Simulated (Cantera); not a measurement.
Premixed flame

A freely propagating, adiabatic, planar premixed flame of 29.4 % CO, 0.970 % H2, 15.8 % O2, 53.8 % N2, unburnt at 625 K and 170000 Pa; mixture-averaged transport, grid criteria slope 0.08 and curve 0.16, no radiation.

Model: GRI-Mech 3.0 (53 species, 325 reactions), integrated in Cantera. Burning velocities carry a grid error of a few per cent, more on coarse grids.

| z (mm) | T (K) | u (m/s) | x CO | x H2 | x O2 | x NO2 | x CO2 | x H |
|---|---|---|---|---|---|---|---|---|
| -1.62 | 625 | 1.12 | 0.294 | 0.00970 | 0.158 | <1e-8 | <1e-8 | <1e-8 |
| -1.08 | 625 | 1.12 | 0.294 | 0.00966 | 0.158 | <1e-8 | 1.31e-8 | <1e-8 |
| -0.808 | 625 | 1.12 | 0.294 | 0.00957 | 0.158 | <1e-8 | 1.96e-7 | <1e-8 |
| -0.539 | 625 | 1.12 | 0.294 | 0.00926 | 0.158 | <1e-8 | 3.51e-6 | <1e-8 |
| -0.269 | 644 | 1.15 | 0.294 | 0.00790 | 0.158 | 1.27e-8 | 0.000473 | 2.40e-7 |
| -0.135 | 835 | 1.48 | 0.281 | 0.00574 | 0.151 | 1.71e-8 | 0.0122 | 0.000209 |
| 0 | 1293 | 2.24 | 0.230 | 0.00202 | 0.121 | 1.09e-8 | 0.0682 | 0.00279 |
| 0.135 | 1628 | 2.75 | 0.172 | 0.000631 | 0.0854 | 2.61e-8 | 0.137 | 0.00508 |
| 0.269 | 1819 | 3.02 | 0.141 | 0.000596 | 0.0685 | 4.05e-8 | 0.175 | 0.00534 |
| 0.539 | 2018 | 3.30 | 0.119 | 0.000625 | 0.0590 | 6.65e-8 | 0.202 | 0.00394 |
| 1.08 | 2197 | 3.55 | 0.102 | 0.000564 | 0.0530 | 1.27e-7 | 0.223 | 0.00227 |
| 2.15 | 2350 | 3.75 | 0.0858 | 0.000463 | 0.0463 | 2.74e-7 | 0.244 | 0.00126 |
| 4.31 | 2469 | 3.90 | 0.0713 | 0.000371 | 0.0400 | 5.43e-7 | 0.261 | 0.000727 |
x: mole fraction of selected species; z is measured from the peak of heat release.

```
Quantity                    Result
------------------------  --------
laminar burning velocity  112 cm/s
thermal thickness         0.539 mm
peak x(H)                  0.00542
grid points                    130
```
